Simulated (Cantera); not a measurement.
Feed: 1 mol Si3N4, 1.3 mol O2, 150 mol H2, equilibrated at 4.80 bar.

Equilibrium computed with Cantera from the NASA thermochemical tables; the gas is ideal and each condensed phase is pure. Candidate condensed phases: H2O, Si, SiO2, Si2N2O, Si3N4; 35 gas species. Mutual solubility and eutectic melting of coexisting phases are not modelled. The tables hold silica as quartz up to 1696 K and as liquid above; real silica turns to tridymite and cristobalite and melts near 1996 K. Gases not in the tables: Si2H6 and higher silanes. Equilibrium is a limit: real reactors are often held back by kinetics, nucleation or transport.

x: gas mole fraction; n: condensed amount in mol.

| T (°C) | x H2 | x SiO | x N2 | x H | x H2O | x NH3 | x SiH2 | n SiO2(β-quartz) | n Si2N2O(s) | n SiO2(condensed) |
|---|---|---|---|---|---|---|---|---|---|---|
| 777 | 0.994 | <1e-12 | 0.00565 | 3.69e-9 | 5.68e-5 | 0.000152 | <1e-12 | 0.728 | 1.14 | 0 |
| 877 | 0.994 | [?] | 0.00567 | [?] | [?] | [?] | <1e-12 | 0.725 | 1.14 | 0 |
| 977 | 0.994 | 4.77e-10 | 0.00568 | 2.20e-7 | 0.000121 | 5.47e-5 | <1e-12 | 0.721 | 1.14 | 0 |
| 1077 | 0.994 | 1.75e-8 | 0.00567 | 1.08e-6 | 0.000161 | 3.67e-5 | 2.01e-12 | 0.717 | 1.14 | 0 |
| 1177 | 0.994 | 3.85e-7 | 0.00566 | 4.30e-6 | 0.000206 | 2.59e-5 | 6.41e-11 | 0.713 | 1.14 | 0 |
| 1277 | 0.994 | 5.64e-6 | 0.00565 | 1.43e-5 | 0.000255 | 1.91e-5 | 1.30e-9 | 0.707 | 1.15 | 0 |
| 1377 | 0.994 | 5.90e-5 | 0.00565 | 4.13e-5 | 0.000307 | 1.47e-5 | 1.82e-8 | 0.700 | 1.15 | 0 |
| 1477 | 0.993 | 0.000463 | 0.00577 | 0.000106 | 0.000359 | 1.17e-5 | 1.86e-7 | 0 | 1.13 | 0.674 |
| 1577 | 0.990 | 0.00277 | 0.00650 | 0.000245 | 0.000421 | 1.01e-5 | 1.38e-6 | 0 | 1.01 | 0.551 |
| 1677 | 0.977 | [?] | [?] | [?] | [?] | 9.96e-6 | [?] | 0 | [?] | [?] |
| 1777 | 0.974 | 0.0144 | 0.0105 | 0.00102 | 4.44e-5 | 8.76e-6 | 0.000126 | 0 | 0.381 | 0 |

Question: Some entries are withheld; supply them.

Answer: 
- 1677, x SiO: 0.0125
- 1677, x N2: 0.00963
- 1677, x H: 0.000517
- 1677, x H2O: 0.000527
- 1677, x SiH2: 6.79e-6
- 1677, n Si2N2O(s): 0.521
- 1677, n SiO2(condensed): 0.0418
- 877, x SiO: 6.88e-12
- 877, x H: 3.40e-8
- 877, x H2O: 8.59e-5
- 877, x NH3: 8.74e-5
